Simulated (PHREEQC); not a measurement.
Model water analysis in mg/L, 25 °C, pH 6.84, pe 1.7: Na 27.2; K 23.5; Ca 82.7; Mg 27.7; Cl 94.3; S(6) as SO4 121; Alkalinity as HCO3 181; Zn 9.44; Br 0.322; Sr 5.58.

Na is adjusted to close the charge balance.
Valence states are taken as typed.

The numbers come from PHREEQC with the ion-association model, phreeqc.dat.

- ionic strength: 0.0116 mol/kgw
- specific conductance: 818 µS/cm

```
species  molality  activity   log γ
-------  --------  --------  ------
HCO3-     0.00284   0.00256  -0.046
Cl-       0.00266   0.00238  -0.048
Ca+2      0.00188   0.00123  -0.185
Mg+2      0.00102  0.000669  -0.181
SO4-2    0.000998  0.000649  -0.187
CO2      0.000830  0.000832   0.001
Na+      0.000724  0.000650  -0.047
```

Precipitation was switched off in this run. The database's zinc carbonate complexes are estimates, stronger than later reviews accept.
